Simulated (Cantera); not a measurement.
A freely propagating, adiabatic, planar premixed flame of CO : H2 : CH4 : O2 : N2 = 1 : 0.16 : 0.059 : 0.465 : 1.75 (molar parts), equivalence ratio 1.5, unburnt at 625 K and 5.70 bar; mixture-averaged transport, grid criteria slope 0.08 and curve 0.16, no radiation.

Cantera simulation using GRI-Mech 3.0 (53 species, 325 reactions); the numbers are that mechanism's predictions, not measurements. Burning velocities carry a grid error of a few per cent, more on coarse grids.

Predict: laminar burning velocity; thermal thickness; peak x(CH3); peak x(H2O2).

laminar burning velocity: 222 cm/s
thermal thickness: 0.0636 mm
peak x(CH3): 0.000285
peak x(H2O2): 7.73e-5
